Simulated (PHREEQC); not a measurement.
Make-up at 5 °C: 0.032 mol FeCl3 and 0.18 mol MnSO4 per kg of water. Closed to the air; pH follows from the charge balance.

All values are PHREEQC results (ion-association model, phreeqc.dat), not measurements.

This is a speciation only: nothing precipitates in the calculation.

**Question.** Predict the pH.

**Answer.** pH 3.02.

**Question.** In which forms is Cl present?

**Answer.** Cl- 89 %, MnCl+ 10 % of the Cl.

Examples of supersaturated solids here: Hematite (slow to form), Goethite (slow to form). Others may be too. At this temperature some constants are extrapolated from 25 °C, and those without enthalpy data are left unchanged.
